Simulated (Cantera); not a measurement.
A closed system holds: 1 mol BN, a varied amount of F2, 64 mol N2, at 1098 K and 0.130 bar.

Cantera equilibrium calculation (NASA polynomials, part measured and part estimated; ideal gas, pure solids and liquids). Candidate condensed phases: B, BN; 13 gas species. Kinetics and transport are ignored.

Q: Which condensed phases are stable at each of these points (n(F2) (mol)): 1.3, 1.6, 1.9, 2.3, 2.8, 3.4, 4.2, 5.1, 6.2, 7.5, 9.1?

A: 
```
n(F2) (mol)  condensed phases  B condensed (%)
-----------  ----------------  ---------------
1.3                     BN(s)             13.3
1.6                  gas only              0.0
1.9                  gas only              0.0
2.3                  gas only              0.0
2.8                  gas only              0.0
3.4                  gas only              0.0
4.2                  gas only              0.0
5.1                  gas only              0.0
6.2                  gas only              0.0
7.5                  gas only              0.0
9.1                  gas only              0.0
```

At 1.3 mol F2 the condensed part is BN(s). From 1.6 mol F2 to 9.1 mol F2 nothing is condensed.
